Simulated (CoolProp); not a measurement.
cis-2-butene at several states: fugacity coefficient from the reference equation and from simpler models built on Tc = 162.6 °C, pc = 4236 kPa, ω = 0.202; each cubic takes its own stable root.

The numbers come from the reference Helmholtz-energy equation of state, Lemmon 2005 in CoolProp. It is a short technical equation, of lower accuracy than the large ones.

| T (°C) | p (kPa) | phase | reference |
|---|---|---|---|
| 242.45 | 33.1 | gas | 0.9984 |
| -98.75 | 25.7 | liquid | 0.004571 |
| 173.25 | 61.5 | gas | 0.9953 |
| -27.45 | 86.8 | liquid | 0.2934 |
| 32.15 | 1840 | liquid | 0.1427 |
| 230.05 | 27.8 | gas | 0.9986 |

Q: How far does each simpler model (Redlich-Kwong, Soave-Redlich-Kwong) lie from the reference over these 6 states: mean and median of the absolute difference, and the worst?

A: 
- Redlich-Kwong: mean 35.3 %, median 19.4 %, worst +103.5 % at -98.75 °C and 25.7 kPa
- Soave-Redlich-Kwong: mean 1.0 %, median 0.1 %, worst +4.0 % at -98.75 °C and 25.7 kPa
